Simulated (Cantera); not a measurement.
Input (Python, Cantera) and output of one run.

```python
import numpy as np
import cantera as ct

gas_names = [...]  # 113 gases of nasa_gas.yaml made of C, H, O, Pb
cond_names = """
    C(gr) C6H6(L) C7H8(L) C8H18(L),n-octa H2O(s) H2O(L) Pb(cr) Pb(L) PbO(rd) PbO(yw) PbO(L) PbO2(s)
    Pb3O4(s)
""".split()


# ... load() reads the species with a 1 bar reference pressure and builds the phases ...
atoms = {
    'PbO': {'Pb': 1, 'O': 1},
    'CH4': {'C': 1, 'H': 4},
    'H2': {'H': 2},
}
top_T = {'C(gr)': 4500, 'Pb3O4(s)': 820}  # K; cautious upper limits of use, not melting points


# ... equilibrate(T, P, feed) seeds the gas with the atoms and calls Mixture.equilibrate('TP', solver="vcs", rtol=1e-11, max_steps=5000) ...
results = []
feed = {'PbO': 1, 'CH4': 4.8, 'H2': 11}  # mol
P = 41  # Pa
for T in [900, 1050, 1200, 1350, 1500, 1650, 1800, 1950, 2100]:
    mix = equilibrate(T, P, feed)
    results.append((T, P, feed, dict(zip(mix.species_names, mix.species_moles))))

top = {s: max(r[3][s] / sum(r[3][g] for g in gas_names) for r in results) for s in gas_names}
cols = sorted((s for s in top if top[s] > 0.0001), key=lambda s: -top[s])[:9]
seen = [c for c in cond_names if any(r[3].get(c, 0) > 1e-12 for r in results)]
print("log10 of partial pressures in bar; condensed amounts in mol")
print(f"{'T/K':>10s}" + "".join(f"{s[:9]:>10s}" for s in cols + seen))
for T, P, feed, n in results:
    ng = sum(n[g] for g in gas_names)
    print(f"{T:10.4g}" + "".join(f"{np.log10(max(n[s] / ng * P / 1e5, 1e-99)):10.3f}" for s in cols)
          + "".join(f"{n.get(c, 0):10.4g}" for c in seen))
```

Result:

```
log10 of partial pressures in bar; condensed amounts in mol
       T/K        H2         H        CO        Pb C2H2,acet       CH4     C(gr)     Pb(L)
       900    -3.409   -11.637    -4.724    -5.864   -13.659    -7.324     3.799    0.9277
      1050    -3.427    -9.805    -4.741    -4.741   -11.811    -8.097       3.8         0
      1200    -3.427    -8.419    -4.741    -4.741   -10.416    -8.656       3.8         0
      1350    -3.428    -7.337    -4.741    -4.741    -9.335    -9.094       3.8         0
      1500    -3.428    -6.468    -4.742    -4.742    -8.472    -9.446       3.8         0
      1650    -3.429    -5.756    -4.742    -4.742    -7.770    -9.735     3.798         0
      1800    -3.435    -5.164    -4.745    -4.745    -7.191    -9.984     3.793         0
      1950    -3.452    -4.667    -4.753    -4.753    -6.715   -10.217     3.778         0
      2100    -3.495    -4.254    -4.772    -4.772    -6.335   -10.471     3.745         0
```

Equilibrium computed with Cantera from the NASA thermochemical tables; the gas is ideal and each condensed phase is pure.
